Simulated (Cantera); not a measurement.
Input: 1 mol Si2Cl6, 12 mol NH3, equilibrated at 873.15 K and 0.00133 bar.

Method: chemical equilibrium by Gibbs-energy minimisation in Cantera with the NASA 1993 tables (ideal gas, pure condensed phases). Candidate condensed phases: NH4Cl, Si, Si3N4; 28 gas species. The feed counts by its element totals alone. Equilibrium is a limit: real reactors are often held back by kinetics, nucleation or transport.

Base state: H2 0.588, HCl 0.228, N2 0.183, SiCl4 0.00146 (mole fractions); condensed: Si3N4(s).

### Question
What changes in the equilibrium state with this change: temperature from 873.15 K to 2075 K?

### Answer
```csv
species,before,after
H2,0.588,0.530
N2,0.183,0.207
HCl,0.228,0.132
H,<1e-9,0.0531
Si,<1e-9,0.0327
SiCl2,2.39e-8,0.0307
Cl,<1e-9,0.00973
SiCl,<1e-9,0.00452
"Si3N4(s), mol",0.654,0
```
The tables' values for SiCl, SiN, SiCl3 are old estimates; treat these amounts as uncertain. Gases not in the tables: Si2H6 and higher silanes.

### Question
What changes in the equilibrium state with this change: temperature from 873.15 K to 1575 K?

### Answer
```csv
species,before,after
H2,0.588,0.618
N2,0.183,0.212
HCl,0.228,0.114
SiCl2,2.39e-8,0.0549
H,<1e-9,0.000895
Cl,<1e-9,0.000131
SiCl,<1e-9,7.00e-5
Si,<1e-9,3.34e-5
SiCl3,7.69e-7,0.000456
"Si3N4(s), mol",0.654,0.174
```
The tables' values for SiCl3, SiCl are old estimates; treat these amounts as uncertain.
